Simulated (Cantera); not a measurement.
What does this Cantera script print?

```python
import numpy as np
import cantera as ct

gas_names = """
    Fe FeO Fe(OH)2 H HO2 H2 H2O H2O2 O OH O2 O3
""".split()
cond_names = """
    Fe(a) Fe(c) Fe(d) Fe(L) FeO(s) FeO(L) Fe(OH)2(s) Fe(OH)3(s) Fe2O3(s) Fe3O4(s) H2O(s) H2O(L)
""".split()


# ... load() reads the species with a 1 bar reference pressure and builds the phases ...
atoms = {
    'Fe3O4': {'Fe': 3, 'O': 4},
    'H2': {'H': 2},
}
top_T = {'Fe2O3(s)': 1830, 'Fe3O4(s)': 1870}  # K; cautious upper limits of use, not melting points


# ... equilibrate(T, P, feed) seeds the gas with the atoms and calls Mixture.equilibrate('TP', solver="vcs", rtol=1e-11, max_steps=5000) ...
results = []
feed = {'Fe3O4': 1, 'H2': 110}  # mol
P = 1333.22  # Pa
for T in [700, 800, 900, 1000, 1100, 1200, 1300, 1400, 1500, 1600, 1700, 1800, 1900]:
    mix = equilibrate(T, P, feed)
    results.append((T, P, feed, dict(zip(mix.species_names, mix.species_moles))))
    x = sorted(zip(gas.X, gas.species_names), reverse=True)
    print(f"T = {T:g} K  P = {P:g} Pa  gas = {mix.phase_moles(0):.4g} mol")
    print("   x: " + "  ".join(f"{s} {v:.3e}" for v, s in x if v > 1e-05))
    print("   condensed (mol): " + ("  ".join(f"{mix.phase(i).name} {mix.phase_moles(i):.4g}"
          for i in range(1, mix.n_phases) if mix.phase_moles(i) > 1e-12) or "none"))
```

It prints:

```
T = 700 K  P = 1333.22 Pa  gas = 110 mol
   x: H2 9.636e-01  H2O 3.636e-02
   condensed (mol): Fe(a) 3
T = 800 K  P = 1333.22 Pa  gas = 110 mol
   x: H2 9.636e-01  H2O 3.636e-02
   condensed (mol): Fe(a) 3
T = 900 K  P = 1333.22 Pa  gas = 110 mol
   x: H2 9.636e-01  H2O 3.636e-02
   condensed (mol): Fe(a) 3
T = 1000 K  P = 1333.22 Pa  gas = 110 mol
   x: H2 9.636e-01  H2O 3.636e-02
   condensed (mol): Fe(a) 3
T = 1100 K  P = 1333.22 Pa  gas = 110 mol
   x: H2 9.636e-01  H2O 3.636e-02
   condensed (mol): Fe(a) 3
T = 1200 K  P = 1333.22 Pa  gas = 110 mol
   x: H2 9.636e-01  H2O 3.636e-02
   condensed (mol): Fe(c) 3
T = 1300 K  P = 1333.22 Pa  gas = 110 mol
   x: H2 9.636e-01  H2O 3.636e-02
   condensed (mol): Fe(c) 3
T = 1400 K  P = 1333.22 Pa  gas = 110 mol
   x: H2 9.636e-01  H2O 3.636e-02  H 4.135e-05
   condensed (mol): Fe(c) 3
T = 1500 K  P = 1333.22 Pa  gas = 110 mol
   x: H2 9.635e-01  H2O 3.636e-02  H 1.496e-04  Fe 1.125e-05
   condensed (mol): Fe(c) 2.999
T = 1600 K  P = 1333.22 Pa  gas = 110 mol
   x: H2 9.631e-01  H2O 3.635e-02  H 4.621e-04  Fe 8.224e-05
   condensed (mol): Fe(c) 2.991
T = 1700 K  P = 1333.22 Pa  gas = 110.1 mol
   x: H2 9.620e-01  H2O 3.632e-02  H 1.252e-03  Fe 4.720e-04
   condensed (mol): Fe(d) 2.948
T = 1800 K  P = 1333.22 Pa  gas = 110.4 mol
   x: H2 9.585e-01  H2O 3.622e-02  H 3.036e-03  Fe 2.210e-03
   condensed (mol): Fe(d) 2.756
T = 1900 K  P = 1333.22 Pa  gas = 111.3 mol
   x: H2 9.490e-01  H2O 3.591e-02  Fe 8.358e-03  H 6.695e-03  OH 2.081e-05
   condensed (mol): Fe(L) 2.069
```

Method: chemical equilibrium by Gibbs-energy minimisation in Cantera with the NASA 1993 tables (ideal gas, pure condensed phases).
